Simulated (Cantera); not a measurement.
Input: 1 mol CH3SiCl3, 0.56 mol C2H4, a varied amount of H2, held at 1548 K and 0.500 bar.

Cantera equilibrium calculation (NASA polynomials, part measured and part estimated; ideal gas, pure solids and liquids). Candidate condensed phases: C, C6H6, C7H8, C8H18, Si, SiC; 109 gas species. The feed counts by its element totals alone. The numbers say what is thermodynamically allowed, not how fast it happens.

What share of the Si ends up in condensed phases as a function of n(H2) (mol), at 7.7, 11, 17, 25, 38, 56, 83, 120, 180, 270, 400?


| n(H2) (mol) | Si condensed (%) | as |
|---|---|---|
| 7.7 | 94.9 | SiC(s) |
| 11 | 96.7 | SiC(s) |
| 17 | 98.0 | SiC(s) |
| 25 | 98.8 | SiC(s) |
| 38 | 99.2 | SiC(s) |
| 56 | 99.5 | SiC(s) |
| 83 | 99.7 | SiC(s) |
| 120 | 99.8 | SiC(s) |
| 180 | 99.8 | SiC(s) |
| 270 | 99.9 | SiC(s) |
| 400 | 99.9 | SiC(s) |
